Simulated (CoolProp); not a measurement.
R245fa at several states: Z from the reference equation and from simpler models built on Tc = 427.0 K, pc = 3.651 MPa, ω = 0.378; each cubic takes its own stable root.

Model: reference Helmholtz-energy equation of state, Akasaka 2015, in CoolProp.

| T (K) | p (MPa) | phase | reference | Soave-Redlich-Kwong | Peng-Robinson |
|---|---|---|---|---|---|
| 274.2 | 0.0161 | gas | 0.9922 | 0.9939 | 0.9937 |
| 289.2 | 0.0825 | gas | 0.9664 | 0.9726 | 0.9715 |
| 273.3 | 1.51 | liquid | 0.06331 | 0.06965 | 0.06172 |
